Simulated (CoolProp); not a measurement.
Vapour pressure (MPa) of hexamethyldisiloxane (MM): the reference equation beside estimates from Tc = 245.6 °C, pc = 1.931 MPa, ω = 0.418. Clausius-Clapeyron is anchored at 155.55 °C with a constant enthalpy of vaporisation of 25.94 kJ/mol.

Values from CoolProp's reference Helmholtz-energy equation of state, Thol 2016.

```tsv
T (°C)	reference	Lee-Kesler	Clausius-Clapeyron	van der Waals	Redlich-Kwong	Soave-Redlich-Kwong	Peng-Robinson
127.15	0.2066	0.2083	0.2356	0.6255	0.3657	0.2088	0.2069
132.85	0.2372	0.2393	0.2628	0.6687	0.4058	0.2402	0.2378
138.55	0.2712	0.2738	0.2923	0.7137	0.4489	0.2751	0.2721
144.15	0.3080	0.3111	0.3236	0.7598	0.4942	0.3130	0.3093
149.85	0.3493	0.3529	0.3579	0.8086	0.5435	0.3556	0.3512
155.55	0.3947	0.3989	0.3947	0.8592	0.5961	0.4024	0.3973
161.15	0.4435	0.4482	0.4335	0.9109	0.6510	0.4527	0.4469
166.85	0.4978	0.5031	0.4758	0.9655	0.7103	0.5087	0.5021
172.55	0.5569	0.5628	0.5210	1.022	0.7732	0.5698	0.5624
178.15	0.6201	0.6266	0.5683	1.080	0.8385	0.6350	0.6269
183.85	0.6898	0.6970	0.6194	1.140	0.9086	0.7070	0.6982
189.55	0.7655	0.7733	0.6738	1.203	0.9827	0.7849	0.7754
```

Absolute difference from the reference over all 12 rows, mean and median: Lee-Kesler 1.0 and 1.0 %, Clausius-Clapeyron 7.0 and 7.1 %, van der Waals 118.6 and 111.5 %, Redlich-Kwong 50.4 and 48.9 %, Soave-Redlich-Kwong 1.9 and 2.0 %, Peng-Robinson 0.7 and 0.7 %.
